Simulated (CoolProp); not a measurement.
Vapour-liquid equilibrium of dimethyl ether (1) + methanol (2) at 3.37 bar; x and y are mole fractions of (1).

The numbers come from the multi-fluid Helmholtz-energy mixture model, Wu 2011 and de Reuck 1993; pair parameters Bell 2016 in CoolProp.

```csv
x,bubble temperature (K),y at the bubble point,dew temperature at overall composition x (K),liquid density (mol/L)
0.05,350.8,0.512,370.0,22.27
0.125,327.8,0.808,367.4,22.05
0.2,314.0,0.900,364.7,21.57
0.275,305.5,0.936,361.8,20.96
0.35,300.0,0.954,358.7,20.30
0.425,296.2,0.964,355.3,19.63
0.5,293.3,0.970,351.5,18.95
0.575,291.1,0.975,347.2,18.29
0.65,289.1,0.979,342.2,17.65
0.725,287.3,0.983,336.2,17.03
0.8,285.5,0.987,328.8,16.43
0.875,283.6,0.991,318.6,15.86
0.95,281.5,0.996,301.2,15.32
```

No azeotrope shows between x = 0.05 and 0.95.

Pair parameters are fitted to limited data, so mixtures are less certain than the pure fluids. With so large a gap from Raoult's law the liquid may split in two, which this calculation doesn't test in full.
